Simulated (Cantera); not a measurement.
Premixed flame

A freely propagating, adiabatic, planar premixed flame of H2 : O2 : N2 = 1 : 0.556 : 2.09 (molar parts), equivalence ratio 0.90, unburnt at 598 K and 1.01 bar; mixture-averaged transport, grid criteria slope 0.08 and curve 0.16, no radiation.

Computed with Cantera and the H2/O2 subset of GRI-Mech 3.0, which has no nitrogen chemistry. Burning velocities carry a grid error of a few per cent, more on coarse grids.

| z (mm) | T (K) | u (m/s) | x H2 | x O2 | x H2O | x H | x H2O2 | x O |
|---|---|---|---|---|---|---|---|---|
| -1.38 | 598 | 6.85 | 0.274 | 0.152 | <1e-8 | <1e-8 | <1e-8 | <1e-8 |
| -0.917 | 598 | 6.85 | 0.274 | 0.152 | <1e-8 | <1e-8 | <1e-8 | <1e-8 |
| -0.688 | 598 | 6.85 | 0.274 | 0.152 | <1e-8 | <1e-8 | <1e-8 | <1e-8 |
| -0.459 | 598 | 6.85 | 0.274 | 0.153 | 1.58e-7 | 2.18e-8 | <1e-8 | <1e-8 |
| -0.229 | 611 | 6.96 | 0.270 | 0.153 | 0.000553 | 0.000114 | 3.11e-6 | 6.64e-6 |
| -0.115 | 810 | 9.01 | 0.237 | 0.148 | 0.0183 | 0.00533 | 1.58e-5 | 0.000345 |
| 0 | 1252 | 13.5 | 0.132 | 0.108 | 0.107 | 0.0343 | 6.00e-6 | 0.00618 |
| 0.115 | 1563 | 16.6 | 0.0541 | 0.0543 | 0.199 | 0.0509 | 3.17e-6 | 0.0135 |
| 0.229 | 1714 | 18.1 | 0.0397 | 0.0408 | 0.222 | 0.0458 | 1.82e-6 | 0.0144 |
| 0.459 | 1874 | 19.5 | 0.0365 | 0.0357 | 0.234 | 0.0345 | 9.56e-7 | 0.0125 |
| 0.917 | 2037 | 21.0 | 0.0328 | 0.0317 | 0.247 | 0.0232 | 5.43e-7 | 0.00969 |
| 1.83 | 2189 | 22.3 | 0.0271 | 0.0280 | 0.262 | 0.0141 | 3.56e-7 | 0.00677 |
| 3.67 | 2317 | 23.4 | 0.0204 | 0.0246 | 0.276 | 0.00760 | 2.75e-7 | 0.00430 |
x: mole fraction of selected species; z is measured from the peak of heat release.

```
Item                         Value
------------------------  --------
laminar burning velocity  685 cm/s
thermal thickness         0.459 mm
peak x(H)                   0.0509
peak x(H2O2)               1.61e-5
peak x(O)                   0.0144
grid points                    129
```
